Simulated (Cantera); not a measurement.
Mixture: H2 : O2 : N2 = 1 : 0.357 : 1.34 (molar parts), equivalence ratio 1.4, at 1000000 Pa, adiabatic and at constant pressure. Ignition delay is the time to a rise of 400 K.

Detailed kinetics in Cantera: the H2/O2 subset of GRI-Mech 3.0, which has no nitrogen chemistry. The hydrogen kinetics of GRI-Mech 3.0 are dated; newer H2 mechanisms differ, most at raised pressure.

Q: At T0 = 1273 K, what is the delay, and which 5 reactions control it most (d ln τ / d ln k, from doubling and halving each rate constant)?

A: The delay is 7.72 µs.
| reaction | d ln τ / d ln k | faster rate |
|---|---|---|
| H + O2 <=> O + OH | -2.06 | shortens it |
| H + O2 + M <=> HO2 + M | 1.07 | lengthens it |
| H + O2 + N2 <=> HO2 + N2 | 0.91 | lengthens it |
| H + O2 + O2 <=> HO2 + O2 | 0.18 | lengthens it |
| H + HO2 <=> 2 OH | -0.17 | shortens it |
